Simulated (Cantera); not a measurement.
Input (Python, Cantera):

```python
import numpy as np
import cantera as ct

gas = ct.Solution("gri30.yaml")
gas.TPX = 950, 160000, {'CO': 0.0084, 'O2': 0.025, 'H2O': 0.00033, 'N2': 1}
reactor = ct.IdealGasConstPressureReactor(gas, energy="off", clone=False)
net = ct.ReactorNet([reactor])
net.rtol, net.atol = 1e-08, 1e-18
show = ['CO', 'O2', 'H2O', 'CO2', 'H2O2', 'N2O']
times = np.geomspace(0.0003, 80, 12)

steps = ct.SolutionArray(gas, extra=["t"])
rows = []
print(f"{'t/s':>10s}{'T/K':>9s}{'P/Pa':>11s}" + "".join(f"{s:>11s}" for s in show))
for t in times:
    while net.time < t:
        t_next = net.step()
        steps.append(gas.state, t=t_next)
    rows.append([np.interp(t, steps.t, y) for y in (steps.T, steps.P, *steps(*show).X.T)])
    print(f"{t:10.3e}{rows[-1][0]:9.1f}{rows[-1][1]:11.4g}" + "".join(f"{x:11.3e}" for x in rows[-1][2:]))
rate = np.gradient(steps.T, steps.t)
print("integrator steps:", len(steps.t))
if steps.T.max() > steps.T[0] + 200:
    print(f"time of steepest temperature rise: {steps.t[rate.argmax()]:.4e} s")
gas.TPX = 950, 160000, {'CO': 0.0084, 'O2': 0.025, 'H2O': 0.00033, 'N2': 1}
gas.equilibrate("TP")
print(f"equilibrium (TP): T = {gas.T:.1f} K  " + "  ".join(f"{s} {gas[s].X[0]:.3e}" for s in show))
```

Result:

```
       t/s      T/K       P/Pa         CO         O2        H2O        CO2       H2O2        N2O
 3.000e-04    950.0    1.6e+05  8.126e-03  2.418e-02  3.192e-04  3.152e-11  5.067e-21  9.759e-16
 9.341e-04    950.0    1.6e+05  8.126e-03  2.418e-02  3.192e-04  1.068e-10  2.050e-19  8.893e-15
 2.908e-03    950.0    1.6e+05  8.126e-03  2.418e-02  3.192e-04  3.992e-10  6.464e-18  7.189e-14
 9.056e-03    950.0    1.6e+05  8.126e-03  2.418e-02  3.192e-04  1.592e-09  2.035e-16  4.410e-13
 2.820e-02    950.0    1.6e+05  8.126e-03  2.418e-02  3.192e-04  6.099e-09  6.118e-15  1.872e-12
 8.780e-02    950.0    1.6e+05  8.126e-03  2.418e-02  3.192e-04  2.482e-08  1.327e-13  6.763e-12
 2.734e-01    950.0    1.6e+05  8.126e-03  2.418e-02  3.192e-04  1.371e-07  2.561e-12  2.650e-11
 8.512e-01    950.0    1.6e+05  8.124e-03  2.418e-02  3.192e-04  1.436e-06  1.037e-10  1.666e-10
 2.650e+00    950.0    1.6e+05  8.080e-03  2.416e-02  3.191e-04  4.656e-05  1.762e-08  3.674e-09
 8.252e+00    950.0    1.6e+05  7.632e-03  2.394e-02  3.186e-04  4.956e-04  4.472e-08  3.434e-08
 2.569e+01    950.0    1.6e+05  6.175e-03  2.323e-02  3.182e-04  1.959e-03  5.336e-08  1.362e-07
 8.000e+01    950.0    1.6e+05  3.133e-03  2.174e-02  3.191e-04  5.013e-03  3.951e-08  3.872e-07
integrator steps: 576
equilibrium (TP): T = 950.0 K  CO 4.646e-13  O2 2.020e-02  H2O 3.205e-04  CO2 8.159e-03  H2O2 8.277e-14  N2O 7.398e-10
```

Model: GRI-Mech 3.0 (53 species, 325 reactions), integrated in Cantera.
